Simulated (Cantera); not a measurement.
Input (Python, Cantera) and output of one run.

```python
import numpy as np
import cantera as ct

gas_names = """
    CL CL2 H HCL H2 Si SiCL SiCL2 SiCL3 SiCL4 SiH SiHCL3 SiH2 SiH2CL2 SiH3 SiH3CL SiH4 Si2 Si3
""".split()
cond_names = """
    Si(cr) Si(L)
""".split()


# ... load() reads the species with a 1 bar reference pressure and builds the phases ...
atoms = {
    'Si2H6': {'Si': 2, 'H': 6},
    'HCl': {'H': 1, 'CL': 1},
    'H2': {'H': 2},
}
top_T = {}  # K; cautious upper limits of use, not melting points


# ... equilibrate(T, P, feed) seeds the gas with the atoms and calls Mixture.equilibrate('TP', solver="vcs", rtol=1e-11, max_steps=5000) ...
results = []
feed = {'Si2H6': 1, 'HCl': 0.061, 'H2': 28}  # mol
P = 1000  # Pa
for T in [1525, 1550, 1575, 1600, 1625, 1650, 1675, 1700]:
    mix = equilibrate(T, P, feed)
    results.append((T, P, feed, dict(zip(mix.species_names, mix.species_moles))))

top = {s: max(r[3][s] / sum(r[3][g] for g in gas_names) for r in results) for s in gas_names}
cols = sorted((s for s in top if top[s] > 1e-06), key=lambda s: -top[s])[:6]
seen = [c for c in cond_names if any(r[3].get(c, 0) > 1e-12 for r in results)]
print("log10 of partial pressures in bar; condensed amounts in mol")
print(f"{'T/K':>10s}" + "".join(f"{s[:9]:>10s}" for s in cols + seen))
for T, P, feed, n in results:
    ng = sum(n[g] for g in gas_names)
    print(f"{T:10.4g}" + "".join(f"{np.log10(max(n[s] / ng * P / 1e5, 1e-99)):10.3f}" for s in cols)
          + "".join(f"{n.get(c, 0):10.4g}" for c in seen))
```

It prints:

```
log10 of partial pressures in bar; condensed amounts in mol
       T/K        H2       HCL         H        Si      SiH2     SiCL2    Si(cr)     Si(L)
      1525    -2.001    -4.713    -5.627    -7.724    -7.688    -6.909     1.999         0
      1550    -2.001    -4.713    -5.502    -7.479    -7.555    -6.902     1.999         0
      1575    -2.001    -4.713    -5.382    -7.241    -7.426    -6.895     1.999         0
      1600    -2.001    -4.713    -5.265    -7.011    -7.302    -6.888     1.999         0
      1625    -2.001    -4.713    -5.152    -6.788    -7.181    -6.881     1.999         0
      1650    -2.001    -4.714    -5.042    -6.572    -7.064    -6.875     1.998         0
      1675    -2.001    -4.714    -4.936    -6.363    -6.950    -6.869     1.998         0
      1700    -2.002    -4.714    -4.832    -6.168    -6.850    -6.873         0     1.997
```

Equilibrium computed with Cantera from the NASA thermochemical tables; the gas is ideal and each condensed phase is pure. The feed counts by its element totals alone. Gases not in the tables: Si2H6 and higher silanes.
